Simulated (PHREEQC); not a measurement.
Dissolve 0.0005 mol/kgw CaSO4 and 0.0066 mol/kgw Na2HPO4 at 80 °C and 10 atm. Closed to the air; pH follows from the charge balance.

Equilibrium calculation in PHREEQC: ion-association model, phreeqc.dat.

Question: The ionic strength comes out as 0.0197 mol/kgw. What activity coefficients do PO4-3, Ca+2, SO4-2, NaSO4-, H2PO4- get?

Answer: PO4-3 0.25, Ca+2 0.55, SO4-2 0.55, NaSO4- 0.86, H2PO4- 0.86.

Precipitation was switched off in this run. Examples of supersaturated solids here: Hydroxyapatite. Others may be too. Complexes and solids missing from the database can't appear. Away from 25 °C the constants follow the database's enthalpies or fits; those with neither stay at their 25 °C values.
